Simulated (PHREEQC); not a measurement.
Acid mine or pickling water: an equilibrium model

Model water analysis in mg/L, 25 °C, pH 3.74, pe 11.9:

```json
[
 {"constituent": "Na", "mg/L": "120"},
 {"constituent": "K", "mg/L": "3"},
 {"constituent": "Ca", "mg/L": "84.4"},
 {"constituent": "Mg", "mg/L": "6.15"},
 {"constituent": "Cl", "mg/L": "38"},
 {"constituent": "S(6) as SO4", "mg/L": "434"},
 {"constituent": "Cu(2)", "mg/L": "5.11"},
 {"constituent": "Si as SiO2", "mg/L": "0.069"},
 {"constituent": "Fe(3)", "mg/L": "1.74"}
]
```

Na is adjusted to close the charge balance.
Valence states are taken as typed.

All values are PHREEQC results (ion-association model, wateq4f.dat), not measurements.

This is a speciation only: nothing precipitates in the calculation.

### Question
Predict the ionic strength.

### Answer
ionic strength 0.0146 mol/kgw.

### Question
In which forms is Cu present?

### Answer
Cu+2 76 %, CuSO4 23 % of the Cu.

Examples of supersaturated solids here: Jarosite-K, Hematite (slow to form). Others may be too.
